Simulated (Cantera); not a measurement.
A closed system holds: 1 mol Fe2O3, 2.1 mol H2S, 36 mol N2, 0.087 mol SO2, held at 0.230 bar.

Cantera equilibrium calculation (NASA polynomials, part measured and part estimated; ideal gas, pure solids and liquids). Candidate condensed phases: Fe, FeO, Fe(OH)2, Fe(OH)3, FeS, FeSO4, FeS2, Fe2O3, Fe2(SO4)3, Fe3O4, H2O, H2SO4, S; 38 gas species. Metal and sulfide melt together well below either melting point, which pure phases cannot show. Mutual solubility and eutectic melting of coexisting phases are not modelled. The tables' stoichiometric FeO is somewhat more stable than real wüstite, so its field is too wide. FeO, FeS: taken at fixed stoichiometry. Gases not in the tables: S3 to S7. The numbers say what is thermodynamically allowed, not how fast it happens.

Q: Which condensed phases are stable at each of these points (T (K)): 948, 1048, 1148, 1248, 1348, 1448, 1548, 1648?

A: 
| T (K) | condensed phases | Fe condensed (%) |
|---|---|---|
| 948 | FeS(s) + Fe3O4(s) | 100.0 |
| 1048 | FeS(s) + Fe3O4(s) | 100.0 |
| 1148 | FeS(s) + Fe3O4(s) | 100.0 |
| 1248 | FeO(s) + FeS(s) | 100.0 |
| 1348 | FeO(s) + FeS(s) | 100.0 |
| 1448 | FeO(s) + FeS(s) | 100.0 |
| 1548 | FeO(s) + FeS(l) | 100.0 |
| 1648 | FeO(s) + FeS(l) | 100.0 |

From 948 K to 1148 K the condensed part is FeS(s) + Fe3O4(s). From 1248 K to 1448 K the condensed part is FeO(s) + FeS(s). From 1548 K to 1648 K the condensed part is FeO(s) + FeS(l).
